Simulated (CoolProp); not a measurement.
Sulfur hexafluoride along the isotherm 97.45 °C: Z from the reference equation and from simpler models built on Tc = 45.6 °C, pc = 37.55 bar, ω = 0.210; each cubic takes its own stable root.

The numbers come from the reference Helmholtz-energy equation of state, Guder 2009 in CoolProp.

```json
[
 {"p (bar)": "6.71", "phase": "gas", "reference": "0.9635"},
 {"p (bar)": "13.4", "phase": "gas", "reference": "0.9258"},
 {"p (bar)": "20.1", "phase": "gas", "reference": "0.8866"},
 {"p (bar)": "26.8", "phase": "gas", "reference": "0.8458"},
 {"p (bar)": "33.5", "phase": "gas", "reference": "0.8034"},
 {"p (bar)": "40.2", "phase": "supercritical", "reference": "0.7595"},
 {"p (bar)": "46.9", "phase": "supercritical", "reference": "0.7143"},
 {"p (bar)": "53.6", "phase": "supercritical", "reference": "0.6687"},
 {"p (bar)": "60.3", "phase": "supercritical", "reference": "0.6245"},
 {"p (bar)": "67.1", "phase": "supercritical", "reference": "0.5839"},
 {"p (bar)": "73.8", "phase": "supercritical", "reference": "0.5520"},
 {"p (bar)": "80.5", "phase": "supercritical", "reference": "0.5307"},
 {"p (bar)": "87.2", "phase": "supercritical", "reference": "0.5198"},
 {"p (bar)": "93.9", "phase": "supercritical", "reference": "0.5172"}
]
```

Question: How far does each simpler model (van der Waals, Redlich-Kwong, Soave-Redlich-Kwong, Peng-Robinson) lie from the reference over these 14 states: mean and median of the absolute difference, and the worst?

Answer: 
- van der Waals: mean 4.9 %, median 3.7 %, worst -13.0 % at 97.45 °C and 60.3 bar
- Redlich-Kwong: mean 2.5 %, median 2.3 %, worst -5.3 % at 97.45 °C and 60.3 bar
- Soave-Redlich-Kwong: mean 3.3 %, median 1.6 %, worst +9.8 % at 97.45 °C and 93.9 bar
- Peng-Robinson: mean 1.9 %, median 2.1 %, worst -3.1 % at 97.45 °C and 46.9 bar
